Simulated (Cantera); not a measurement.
Charge: 1 mol Al(CH3)3, 0.77 mol N2O, 1.7 mol N2, 2 mol NH3, at 1900 K and 1.00 bar.

Method: chemical equilibrium by Gibbs-energy minimisation in Cantera with the NASA 1993 tables (ideal gas, pure condensed phases). Candidate condensed phases: Al, AlN, Al2O3, C, C6H6, C7H8, C8H18, H2O; 148 gas species. The feed counts by its element totals alone. Equilibrium is a limit: real reactors are often held back by kinetics, nucleation or transport.

Base state: H2 0.664, N2 0.262, CO 0.0685, HCN 0.00406, H 0.000647, C2H2 (acetylene) 0.000254, CH4 0.000248, HNC 0.000191 (mole fractions); condensed: AlN(s) + C(graphite).

What changes in the equilibrium state with this change: pressure from 1.00 bar to 0.000260 bar?


| species | before | after |
|---|---|---|
| H2 | 0.664 | 0.557 |
| N2 | 0.262 | 0.265 |
| Al | 5.43e-6 | 0.0767 |
| H | 0.000647 | 0.0367 |
| CO | 0.0685 | 0.0593 |
| CH4 | 0.000248 | 4.54e-8 |
| AlH | 1.56e-6 | 0.000325 |
| C2H2 (acetylene) | 0.000254 | 0.000213 |
| HCN | 0.00406 | 0.00375 |
| AlN(s), mol | 1.000 | 0 |
| C(graphite), mol | 2.17 | 2.17 |

What changes in the equilibrium state with this change: temperature from 1900 K to 2125 K?


```json
[
 {"species": "H2", "before": "0.664", "after": "0.658"},
 {"species": "N2", "before": "0.262", "after": "0.259"},
 {"species": "CO", "before": "0.0685", "after": "0.0684"},
 {"species": "HCN", "before": "0.00406", "after": "0.00966"},
 {"species": "Al", "before": "5.43e-6", "after": "0.000375"},
 {"species": "Al2O", "before": "2.48e-7", "after": "1.20e-5"},
 {"species": "AlH", "before": "1.56e-6", "after": "6.56e-5"},
 {"species": "H", "before": "0.000647", "after": "0.00295"},
 {"species": "C2H2 (acetylene)", "before": "0.000254", "after": "0.00110"},
 {"species": "HNC", "before": "0.000191", "after": "0.000680"},
 {"species": "AlN(s), mol", "before": "1.000", "after": "0.995"},
 {"species": "C(graphite), mol", "before": "2.17", "after": "2.09"}
]
```

What changes in the equilibrium state with this change: temperature from 1900 K to 900 K?


```tsv
species	before	after
H2	0.664	0.568
N2	0.262	0.331
CH4	0.000248	0.101
CO	0.0685	4.18e-8
H	0.000647	<1e-9
C2H2 (acetylene)	0.000254	<1e-9
HNC	0.000191	<1e-9
AlN(s), mol	1.000	0.487
C(graphite), mol	2.17	2.02
Al2O3(s), mol	0	0.257
```
